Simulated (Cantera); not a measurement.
Cantera run:

```python
import numpy as np
import cantera as ct

gas_names = """
    Cr CrN N N2
""".split()
cond_names = """
    Cr(cr) Cr(L) CrN(s) Cr2N(s)
""".split()


# ... load() reads the species with a 1 bar reference pressure and builds the phases ...
atoms = {
    'Cr': {'Cr': 1},
    'N2': {'N': 2},
}
top_T = {'CrN(s)': 1900, 'Cr2N(s)': 1900}  # K; cautious upper limits of use, not melting points


# ... equilibrate(T, P, feed) seeds the gas with the atoms and calls Mixture.equilibrate('TP', solver="vcs", rtol=1e-11, max_steps=5000) ...
results = []
feed = {'Cr': 1, 'N2': 0.4}  # mol
T = 2673.15  # K
for P in [0.1, 1, 10, 100, 1000, 10000, 100000, 1000000]:
    mix = equilibrate(T, P, feed)
    results.append((T, P, feed, dict(zip(mix.species_names, mix.species_moles))))

top = {s: max(r[3][s] / sum(r[3][g] for g in gas_names) for r in results) for s in gas_names}
cols = sorted((s for s in top if top[s] > 0.0001), key=lambda s: -top[s])[:5]
seen = [c for c in cond_names if any(r[3].get(c, 0) > 1e-12 for r in results)]
print("log10 of partial pressures in bar; condensed amounts in mol")
print(f"{'P/Pa':>10s}" + "".join(f"{s[:9]:>10s}" for s in cols + seen))
for T, P, feed, n in results:
    ng = sum(n[g] for g in gas_names)
    print(f"{P:10.4g}" + "".join(f"{np.log10(max(n[s] / ng * P / 1e5, 1e-99)):10.3f}" for s in cols)
          + "".join(f"{n.get(c, 0):10.4g}" for c in seen))
```

Output:

```
log10 of partial pressures in bar; condensed amounts in mol
      P/Pa        N2        Cr         N     Cr(L)
       0.1    -6.545    -6.146    -9.155         0
         1    -5.544    -5.146    -8.655         0
        10    -4.544    -4.146    -8.155         0
       100    -3.544    -3.146    -7.655         0
      1000    -2.544    -2.146    -7.155         0
     1e+04    -1.544    -1.146    -6.655         0
     1e+05    -0.117    -0.627    -5.941    0.8763
     1e+06     0.990    -0.627    -5.388    0.9903
```

Method: chemical equilibrium by Gibbs-energy minimisation in Cantera with the NASA 1993 tables (ideal gas, pure condensed phases).
